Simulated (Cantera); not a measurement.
Feed: 1 mol Si2H6, 1.3 mol N2O, 89 mol N2, held at 477 °C and 0.100 bar.

These are equilibrium values from Cantera (NASA tables, ideal gas, pure condensed phases), not measurements of a reactor. Candidate condensed phases: H2O, Si, SiO2, Si2N2O, Si3N4; 35 gas species. The feed counts by its element totals alone. Rates play no part.

Q: What is the equilibrium state?

A: 
* **x(N2)**: 0.968
* **x(H2)**: 0.0325
* **x(NH3)**: 2.94e-6
* **n(SiO2(α-quartz))**: 0.200 mol
* **n(Si2N2O(s))**: 0.900 mol
* **gas amount**: 92.40 mol
* **log10 activity of Si(s) (absent)**: -15.38
